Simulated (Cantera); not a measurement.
# Low-pressure radical oxidation in H2/O2

An isothermal, constant-pressure homogeneous reactor starts with 0.662 % H₂, 41.4 % O₂, 57.9 % N₂, at 1350 K and 10.00 Torr.

Cantera simulation using the H2/O2 subset of GRI-Mech 3.0, which has no nitrogen chemistry; the numbers are that mechanism's predictions, not measurements. Radical loss at walls, strong at low pressure, is not modelled.

| t (s) | x H₂ | x O₂ | x H₂O₂ | x OH | x O | x H |
|---|---|---|---|---|---|---|
| 0.000500 | 0.00662 | 0.414 | 6.24e-12 | 1.76e-8 | 2.00e-8 | 4.57e-9 |
| 0.00168 | 0.00662 | 0.414 | 5.83e-11 | 2.31e-7 | 2.86e-7 | 4.30e-8 |
| 0.00562 | 0.00615 | 0.413 | 1.31e-9 | 0.000227 | 0.000294 | 4.30e-5 |
| 0.0189 | 4.05e-5 | 0.408 | 7.54e-9 | 0.000765 | 0.00555 | 0.000310 |
| 0.0632 | 3.72e-5 | 0.408 | 7.36e-9 | 0.000735 | 0.00511 | 0.000274 |
| 0.212 | 2.91e-5 | 0.409 | 6.85e-9 | 0.000650 | 0.00394 | 0.000187 |
| 0.711 | 1.48e-5 | 0.410 | 5.34e-9 | 0.000465 | 0.00196 | 6.62e-5 |
| 2.39 | 3.79e-6 | 0.412 | 2.68e-9 | 0.000236 | 0.000491 | 8.37e-6 |
| 8.00 | 5.83e-7 | 0.412 | 7.39e-10 | 9.27e-5 | 7.49e-5 | 5.02e-7 |
x: mole fraction; the columns are a selection and need not sum to one.

Equilibrium at this temperature and pressure: H₂ 1.84e-8, O₂ 0.412, H₂O₂ 3.90e-11, OH 1.65e-5, O 2.36e-6, H 2.82e-9 (gas phase only).
